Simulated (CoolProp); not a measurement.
The fluid at 329.54 K and 4.83 MPa is throttled through a valve to 1.19 MPa with no heat exchange. The same conditions are run with several fluids, on thermodynamics alone (safety and materials aside).

Computed with CoolProp (reference Helmholtz-energy equation of state of each fluid (dimethyl ether: Wu 2011; R123: Younglove 1994; R236EA: Rui 2013; n-heptane: Span 2003; dodecamethylcyclohexasiloxane (D6): Colonna 2008)).

```csv
fluid,temperature change (K),final phase,final density (kg/m³)
dimethyl ether,___,___,339
R123,+0.9,liquid,___
R236EA,+0.3,liquid,1320
n-heptane,+1.3,liquid,653
dodecamethylcyclohexasiloxane (D6),+1.5,liquid,___
```

Task: Complete the blanks.

Result: 
- dimethyl ether, temperature change (K): -4.8
- dimethyl ether, final phase: two-phase, vapour fraction 0.035
- R123, final density (kg/m³): 1380
- dodecamethylcyclohexasiloxane (D6), final density (kg/m³): 935
